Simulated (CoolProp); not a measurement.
Saturation properties of toluene.

Model: reference Helmholtz-energy equation of state, Lemmon 2006, in CoolProp. It is a short technical equation, of lower accuracy than the large ones.

```
T (°C)  p (MPa)  liquid density (kg/m³)  vapour Z
------  -------  ----------------------  --------
114.95   0.1145                     [?]       [?]
133.95   0.1882                   754.6       [?]
152.85   0.2936                   733.8    0.9150
171.85   0.4399                     [?]    0.8874
190.85   0.6355                   688.2    0.8546
209.85   0.8901                   662.9    0.8157
228.75    1.212                   635.2       [?]
247.75    1.618                   603.9    0.7160
266.75    2.118                   567.4    0.6511
```

Problem. Complete the blanks.

Solution. 
- 114.95, liquid density (kg/m³): 774.7
- 114.95, vapour Z: 0.9559
- 133.95, vapour Z: 0.9376
- 171.85, liquid density (kg/m³): 711.7
- 228.75, vapour Z: 0.7702

It boils at 110.6 °C under 1 atm.
